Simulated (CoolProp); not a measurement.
Saturation properties of methane (Tc = 190.6 K, pc = 4599 kPa, ω = 0.011).

The numbers come from the reference Helmholtz-energy equation of state, Setzmann 1991 in CoolProp.

| T (K) | p (kPa) | liquid density (kg/m³) | vapour density (kg/m³) | liquid cp (kJ/(kg K)) | surface tension (mN/m) |
|---|---|---|---|---|---|
| 132.1 | 415.8 | 390.6 | 6.720 | 3.686 | 9.01 |
| 137.6 | 565.1 | 381.1 | 8.992 | 3.770 | 8.00 |
| 143.1 | 750.1 | 371.2 | 11.82 | 3.875 | 7.00 |
| 148.5 | 971.1 | 360.9 | 15.24 | 4.005 | 6.05 |
| 154 | 1241 | 349.6 | 19.54 | 4.177 | 5.10 |
| 159.5 | 1560 | 337.5 | 24.84 | 4.410 | 4.18 |
| 164.9 | 1928 | 324.4 | 31.31 | 4.733 | 3.31 |
| 170.4 | 2362 | 309.3 | 39.65 | 5.232 | 2.46 |
| 175.9 | 2863 | 291.9 | 50.58 | 6.091 | 1.66 |
| 181.3 | 3428 | 270.6 | 65.52 | 7.890 | 0.934 |
| 186.8 | 4088 | 239.2 | 90.55 | 15.00 | 0.294 |

It boils at 111.7 K under 1 atm.

Surface tension comes from a separate correlation (Mulero 2012).
